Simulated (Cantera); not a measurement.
**Thermodynamics of nitride etching, feed Si3N4 + H2 + N2**

Input: 1 mol Si3N4, 39 mol H2, 11 mol N2.

These are equilibrium values from Cantera (NASA tables, ideal gas, pure condensed phases), not measurements of a reactor. Candidate condensed phases: Si, Si3N4; 18 gas species. Mutual solubility and eutectic melting of coexisting phases are not modelled. The numbers say what is thermodynamically allowed, not how fast it happens.

**Question.** Map the stable condensed phases over T = 1275, 1350, 1425, 1500, 1575, 1650, 1725, 1800, 1875, 1950, 2025 K and P in Pa = 1, 3.6, 13, 46, 170, 600, 2200, 7700, 28000, 100000.

**Answer.** 
```
T in K \ P in Pa
              1    3.6     13     46    170    600   2200   7700  28000 100000
   2025       A      A      A      A      B      B      B      B      B      C
   1950       A      A      A      A      B      B      B      B      B      D
   1875       A      A      A      B      B      B      B      B      D      D
   1800       A      A      B      B      B      B      B      D      D      D
   1725       A      B      B      B      B      B      D      D      D      D
   1650       B      B      B      B      B      D      D      D      D      D
   1575       B      B      B      B      D      D      D      D      D      D
   1500       B      B      B      D      D      D      D      D      D      D
   1425       B      B      D      D      D      D      D      D      D      D
   1350       D      D      D      D      D      D      D      D      D      D
   1275       D      D      D      D      D      D      D      D      D      D
```
A: gas only; B: Si; C: Si + Si3N4; D: Si3N4.
